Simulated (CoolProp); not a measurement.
A single-stage vapour-compression cycle with isobutene: evaporating at 291.15 K (dew point), condensing at 344.15 K (bubble point), superheat 8 K, subcooling 8 K, compressor efficiency 0.65, no pressure losses. Each further row changes one setting.

Values from CoolProp's reference Helmholtz-energy equation of state, Lemmon 2005. It is a short technical equation, of lower accuracy than the large ones.

| case | cooling COP | pressure ratio | discharge temperature (K) | refrigerating effect (kJ/kg) | volumetric capacity (kJ/m³) |
|---|---|---|---|---|---|
| as stated | 2.94 | 4.10 | 362.9 | 269 | 1600 |
| evaporating temperature 296.15 K | 3.38 | 3.51 | 361.3 | 275 | 1900 |
| condensing temperature 339.15 K | ? | 3.66 | ? | 282 | 1670 |
| subcooling 13 K | ? | 4.10 | 362.9 | 282 | 1670 |
| superheat 18 K | 2.99 | 4.10 | ? | ? | 1630 |
| compressor efficiency 0.55 | 2.49 | 4.10 | 370.8 | 269 | 1600 |

What belongs in the gaps?


- condensing temperature 339.15 K, cooling COP: 3.35
- condensing temperature 339.15 K, discharge temperature (K): 357.6
- subcooling 13 K, cooling COP: 3.08
- superheat 18 K, discharge temperature (K): 373.0
- superheat 18 K, refrigerating effect (kJ/kg): 286
